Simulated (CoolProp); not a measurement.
Properties of dimethyl ether along the isotherm 251.85 °C.

Computed with CoolProp (reference Helmholtz-energy equation of state, Wu 2011).

```json
[
 {"p (kPa)": "84.4", "phase": "gas", "cv (kJ/(kg K))": "1.916", "speed of sound (m/s)": "321.4", "viscosity (µPa s)": "17.0"},
 {"p (kPa)": "192", "phase": "gas", "cv (kJ/(kg K))": "1.916", "speed of sound (m/s)": "320.6", "viscosity (µPa s)": "17.0"},
 {"p (kPa)": "437", "phase": "gas", "cv (kJ/(kg K))": "1.919", "speed of sound (m/s)": "318.8", "viscosity (µPa s)": "17.1"},
 {"p (kPa)": "995", "phase": "gas", "cv (kJ/(kg K))": "1.923", "speed of sound (m/s)": "314.8", "viscosity (µPa s)": "?"},
 {"p (kPa)": "2260", "phase": "gas", "cv (kJ/(kg K))": "1.935", "speed of sound (m/s)": "306.2", "viscosity (µPa s)": "?"},
 {"p (kPa)": "5150", "phase": "gas", "cv (kJ/(kg K))": "?", "speed of sound (m/s)": "?", "viscosity (µPa s)": "18.8"},
 {"p (kPa)": "11700", "phase": "supercritical", "cv (kJ/(kg K))": "2.043", "speed of sound (m/s)": "272.0", "viscosity (µPa s)": "?"},
 {"p (kPa)": "26700", "phase": "supercritical", "cv (kJ/(kg K))": "?", "speed of sound (m/s)": "421.4", "viscosity (µPa s)": "41.2"}
]
```

**Question.** Some entries are withheld; supply them.

**Answer.** 
- 995, viscosity (µPa s): 17.2
- 2260, viscosity (µPa s): 17.6
- 5150, cv (kJ/(kg K)): 1.966
- 5150, speed of sound (m/s): 288.6
- 11700, viscosity (µPa s): 23.9
- 26700, cv (kJ/(kg K)): 2.083

Viscosity comes from a separate model (Meng 2012).
